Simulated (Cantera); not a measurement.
# Premixed flame

A freely propagating, adiabatic, planar premixed flame of 11.2 % CH3OH, 18.5 % O2, 68.5 % N2, 1.80 % H2, equivalence ratio 0.96, unburnt at 650 K and 420000 Pa; mixture-averaged transport, grid criteria slope 0.08 and curve 0.16, no radiation.

Computed with Cantera and GRI-Mech 3.0 (53 species, 325 reactions). GRI-Mech 3.0 was tuned for natural gas; its chemistry of methanol as a main component is partial and can be far from experiment. Burning velocities carry a grid error of a few per cent, more on coarse grids.

```tsv
z (mm)	T (K)	u (m/s)	x CH3OH	x O2	x OH	x H2O2	x C2H4	x CO
-0.231	650	1.23	0.112	0.185	<1e-8	8.22e-7	<1e-8	1.56e-5
-0.154	653	1.24	0.112	0.184	<1e-8	6.07e-6	<1e-8	0.000115
-0.116	662	1.26	0.111	0.183	<1e-8	2.49e-5	<1e-8	0.000473
-0.0770	714	1.36	0.108	0.178	<1e-8	0.000142	1.65e-8	0.00273
-0.0385	997	1.95	0.0844	0.151	2.02e-7	0.000821	1.48e-7	0.0171
-0.0193	1347	2.71	0.0479	0.118	4.84e-5	0.00125	3.76e-7	0.0376
0	1757	3.63	0.00618	0.0763	0.00162	0.000105	6.47e-7	0.0627
0.0193	1930	3.99	4.07e-5	0.0503	0.00660	1.71e-6	9.28e-8	0.0580
0.0385	2016	4.15	1.01e-7	0.0375	0.00960	1.18e-6	<1e-8	0.0458
0.0770	2127	4.34	<1e-8	0.0285	0.0108	8.72e-7	<1e-8	0.0325
0.154	2244	4.54	<1e-8	0.0226	0.0101	6.10e-7	<1e-8	0.0234
0.308	2338	4.70	<1e-8	0.0183	0.00852	4.46e-7	<1e-8	0.0177
0.616	2398	4.80	<1e-8	0.0154	0.00713	3.63e-7	<1e-8	0.0135
```
x: mole fraction of selected species; z is measured from the peak of heat release.

```json
{
  "laminar_burning_velocity": "123 cm/s",
  "thermal_thickness": "0.0770 mm",
  "peak x(OH)": "0.0108",
  "peak x(H2O2)": "0.00126",
  "peak x(C2H4)": "6.54e-7",
  "peak x(CO)": "0.0645"
}
```
